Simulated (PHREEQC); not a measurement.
Solution (20 °C): 0.024 mol HF, 0.054 mol NaF and 0.00014 mol HCl per kg of water. Closed to the air; pH follows from the charge balance.

Equilibrium calculation in PHREEQC: ion-association model, wateq4f.dat.

Each row changes one thing in this solution. This is a speciation only: nothing precipitates in the calculation.

```
case                                          pH  ionic strength (mol/kgw)  F- (mol/kgw)  HF (mol/kgw)  HF2- (mol/kgw)  H2F2 (mol/kgw)  SI of Halite (NaCl)
------------------------------------------  ----  ------------------------  ------------  ------------  --------------  --------------  -------------------
as made                                     3.48                    0.0534        0.0499        0.0183         0.00339         0.00105                -6.88
HCl replaced by CuCl2 at the same molality  3.48                    0.0537        0.0500        0.0181         0.00338         0.00104                -6.58
0.0014 mol/kgw (NH4)2SiF6 added             3.47                         …        0.0499        0.0182         0.00339         0.00105                -6.88
NaF from 0.054 to 0.0594 mol/kgw            3.52                    0.0586        0.0548        0.0180         0.00368         0.00103                -6.84
temperature from 20 to 25 °C                3.51                    0.0534        0.0497        0.0184         0.00356        0.000896                -6.89
temperature from 20 to 75 °C                3.89                         …        0.0489        0.0195         0.00419        0.000141                -7.00
HF from 0.024 to 0.12 mol/kgw               2.81                    0.0550        0.0431        0.0730          0.0117          0.0168                -6.88
```

**Question.** Complete the blanks.

**Answer.** 
- 0.0014 mol/kgw (NH4)2SiF6 added, ionic strength (mol/kgw): 0.0576
- temperature from 20 to 75 °C, ionic strength (mol/kgw): 0.0532

Constants without temperature data keep their 25 °C values here. SiF6-2 is the database's only silicon fluoride.
